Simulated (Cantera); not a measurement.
Feed: 1 mol Si3N4, 0.74 mol N2O, 31 mol N2, held at 1548 K and 740000 Pa.

Cantera equilibrium calculation (NASA polynomials, part measured and part estimated; ideal gas, pure solids and liquids). Candidate condensed phases: Si, SiO2, Si2N2O, Si3N4; 16 gas species. Mutual solubility and eutectic melting of coexisting phases are not modelled. Kinetics and transport are ignored.

### Question
What is the equilibrium state?

### Answer
```json
{
  "x(N2)": "1.00",
  "n(Si2N2O(s))": "0.740 mol",
  "n(Si3N4(s))": "0.507 mol",
  "gas_amount": "31.99 mol",
  "log10 activity of Si(s) (absent)": "-3.20"
}
```
